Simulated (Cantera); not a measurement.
**Low-pressure radical oxidation in H2/O2**

An isothermal, constant-pressure homogeneous reactor starts with H₂ : O₂ : N₂ = 0.11 : 1 : 0.0031 (molar parts), equivalence ratio 0.055, at 1425 K and 1330 Pa.

Cantera simulation using GRI-Mech 3.0 (53 species, 325 reactions); the numbers are that mechanism's predictions, not measurements. Radical loss at walls, strong at low pressure, is not modelled. The temperature is held fixed by assumption; the heat of reaction is taken as removed at once.

```
t (s)         x H₂   x O₂      x OH      x H   x H₂O
--------  --------  -----  --------  -------  ------
0.000900   0.00642  0.827    0.0138   0.0206  0.0753
0.00385    0.00279  0.826    0.0108   0.0166  0.0827
0.0164     0.00220  0.842   0.00973   0.0111  0.0878
0.0702    0.000865  0.874   0.00621  0.00250  0.0975
0.300      9.98e-5  0.890   0.00213  9.41e-5   0.103
1.28       8.33e-6  0.893  0.000616  2.26e-6   0.104
5.48       1.14e-6  0.893  0.000228  1.14e-7   0.104
23.4       6.32e-7  0.893  0.000170  4.74e-8   0.104
100        6.31e-7  0.893  0.000170  4.73e-8   0.104
```
x: mole fraction; the columns are a selection and need not sum to one.

Equilibrium at this temperature and pressure: H₂ 6.31e-7, O₂ 0.893, OH 0.000170, H 4.73e-8, H₂O 0.104 (gas phase only).
